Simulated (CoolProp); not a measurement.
Values from CoolProp's reference Helmholtz-energy equation of state, Wagner 2002.

Problem. For water, give the phase and the speed of sound (m/s), viscosity (µPa s), conductivity (mW/(m K)) at 342.3 K and 72.2 kPa; 938.7 K and 62.1 kPa.

Solution. 
- 342.3 K and 72.2 kPa: liquid; speed of sound 1550, viscosity 408, conductivity 659
- 938.7 K and 62.1 kPa: gas; speed of sound 738, viscosity 35.2, conductivity 87.7

Viscosity comes from a separate model (Huber 2009). Thermal conductivity comes from a separate model (Huber 2012).
